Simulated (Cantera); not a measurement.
A closed system holds: 1 mol Ta(OEt)5, 1.9 mol CO2, 12 mol H2, equilibrated at 1350 °C and 8.20 bar.

Method: chemical equilibrium by Gibbs-energy minimisation in Cantera with the NASA 1993 tables (ideal gas, pure condensed phases). Candidate condensed phases: C, C6H6, C7H8, C8H18, H2O, Ta, TaC, Ta2O5; 113 gas species. The feed counts by its element totals alone. TaC: taken at fixed stoichiometry. Condensed phases not in the tables: Ta2C. The numbers say what is thermodynamically allowed, not how fast it happens.

Q: What is the equilibrium state?

A: 
```json
{
 "x(H2)": "0.727",
 "x(CO)": "0.265",
 "x(CH4)": "0.00643",
 "x(H2O)": "0.00120",
 "x(CO2)": "0.000140",
 "x(C2H2 (acetylene))": "2.53e-5",
 "x(H)": "2.06e-5",
 "x(C2H4)": "1.38e-5",
 "x(CH3)": "3.71e-6",
 "n(C(graphite))": "1.93 mol",
 "n(TaC(s))": "1.00 mol",
 "gas_amount": "33.04 mol",
 "log10 activity of Ta(s) (absent)": "-4.52",
 "log10 activity of Ta2O5(s) (absent)": "-4.80"
}
```
